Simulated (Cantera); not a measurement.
**Ignition delay**

Mixture: H2 : O2 : N2 = 1 : 0.278 : 1.31 (molar parts), equivalence ratio 1.8, at 10.0 bar, adiabatic and at constant volume. Ignition delay is the time to a rise of 400 K.

Cantera simulation using the H2/O2 subset of GRI-Mech 3.0, which has no nitrogen chemistry; the numbers are that mechanism's predictions, not measurements. The hydrogen kinetics of GRI-Mech 3.0 are dated; newer H2 mechanisms differ, most at raised pressure.

```
T0 (K)  delay (ms)
------  ----------
1050          2.23
1125         0.419
1200        0.0609
1275       0.00846
1350       0.00373
1425       0.00234
1500       0.00167
```

```
Property                                                Value
--------------------------------------------------  ---------
apparent activation energy between 1350 and 1500 K  90 kJ/mol
```
